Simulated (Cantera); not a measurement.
A perfectly stirred reactor is fed with 1.14 % CH4, 97.6 % H2, 1.30 % CO2, at 29.3 Torr; it is held at 2825 K, and followed from long to short residence time.

Detailed kinetics in Cantera: GRI-Mech 3.0 (53 species, 325 reactions). Radical loss at walls, strong at low pressure, is not modelled.

### Question
Predict: x(CH4) at τ = 0.360 s; x(H2) at τ = 0.360 s; x(CO2) at τ = 0.360 s; x(OH) at τ = 0.360 s; x(CH2) at τ = 0.360 s; x(CH4) at τ = 3.80 ms; x(H2) at τ = 3.80 ms; x(CO2) at τ = 3.80 ms; x(OH) at τ = 3.80 ms; x(CH2) at τ = 3.80 ms.

### Answer
```
Item                     Result
---------------------  --------
x(CH4) at τ = 0.360 s   1.86e-7
x(H2) at τ = 0.360 s      0.652
x(CO2) at τ = 0.360 s   5.26e-6
x(OH) at τ = 0.360 s   0.000162
x(CH2) at τ = 0.360 s   1.16e-6
x(CH4) at τ = 3.80 ms  0.000658
x(H2) at τ = 3.80 ms      0.906
x(CO2) at τ = 3.80 ms  0.000202
x(OH) at τ = 3.80 ms   0.000172
x(CH2) at τ = 3.80 ms   9.44e-5
```
